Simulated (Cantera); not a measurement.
**Thermodynamics of metals in furnace atmospheres, feed Fe + CO₂ + H₂**

Charge: 1 mol Fe, 0.017 mol CO₂, 22 mol H₂, at 1330 Pa.

Equilibrium computed with Cantera from the NASA thermochemical tables; the gas is ideal and each condensed phase is pure. Candidate condensed phases: C, C₆H₆, C₇H₈, C₈H₁₈, Fe, Fe(CO)₅, FeO, Fe(OH)₂, Fe(OH)₃, Fe₂O₃, Fe₃O₄, H₂O; 114 gas species. The numbers say what is thermodynamically allowed, not how fast it happens.

| T (°C) | x H₂ | x H₂O | x CO | x CH₄ | n Fe(α) | n Fe(γ) |
|---|---|---|---|---|---|---|
| 550 | 0.998 | 0.00126 | 0.000283 | 0.000489 | 1.00 | 0 |
| 625 | 0.998 | 0.000879 | 0.000663 | 0.000108 | 1.00 | 0 |
| 700 | 0.998 | 0.000785 | 0.000758 | 1.36e-5 | 1.00 | 0 |
| 775 | 0.998 | 0.000773 | 0.000770 | 1.92e-6 | 1.00 | 0 |
| 850 | 0.998 | 0.000772 | 0.000771 | 3.42e-7 | 1.00 | 0 |
| 925 | 0.998 | 0.000772 | 0.000772 | 7.53e-8 | 0 | 1.00 |
| 1000 | 0.998 | 0.000772 | 0.000772 | 1.98e-8 | 0 | 1.000 |
| 1075 | 0.998 | 0.000772 | 0.000772 | 6.02e-9 | 0 | 1.000 |
| 1150 | 0.998 | 0.000772 | 0.000772 | 2.08e-9 | 0 | 1.000 |
| 1225 | 0.998 | 0.000772 | 0.000772 | 8.00e-10 | 0 | 1.000 |
| 1300 | 0.998 | 0.000772 | 0.000772 | 3.37e-10 | 0 | 0.999 |
x: gas mole fraction; n: condensed amount in mol.

From 550 °C to 850 °C the condensed part is Fe(α). From 925 °C to 1300 °C the condensed part is Fe(γ).
